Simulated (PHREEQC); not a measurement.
Dissolve 0.054 mol MgCl2, 0.00012 mol CO2 and 0.0001 mol MgSO4 per kg of water at 65 °C. Closed to the air; pH follows from the charge balance.

All values are PHREEQC results (ion-association model, phreeqc.dat), not measurements.

| Quantity | Value |
|---|---|
| pH | 5.05 |
| ionic strength | 0.162 mol/kgw |
| specific conductance | 20700 µS/cm |
| density | 0.985 g/cm³ |

```csv
species,molality,activity,log γ
Cl-,0.108,0.0771,-0.146
Mg+2,0.0540,0.0180,-0.478
CO2,0.000109,0.000113,0.016
MgSO4,7.45e-5,7.73e-5,0.016
SO4-2,2.55e-5,7.40e-6,-0.537
H+,1.13e-5,8.97e-6,-0.100
HCO3-,8.52e-6,6.34e-6,-0.129
MgHCO3+,2.55e-6,1.83e-6,-0.144
MgOH+,2.31e-7,1.76e-7,-0.118
```

No solid was allowed to form. Away from 25 °C the constants follow the database's enthalpies or fits; those with neither stay at their 25 °C values.
